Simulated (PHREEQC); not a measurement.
Solution (20 °C): 0.019 mol (CH3)4NF per kg of water. Closed to the air; pH follows from the charge balance.

Model: ion-association model, wateq4f.dat, run in PHREEQC.

Precipitation was switched off in this run.

What pH does the model give?

pH 7.76.

(CH3)4N+ isn't in the database: it is added as a free cation with an ion size of 4 Å.
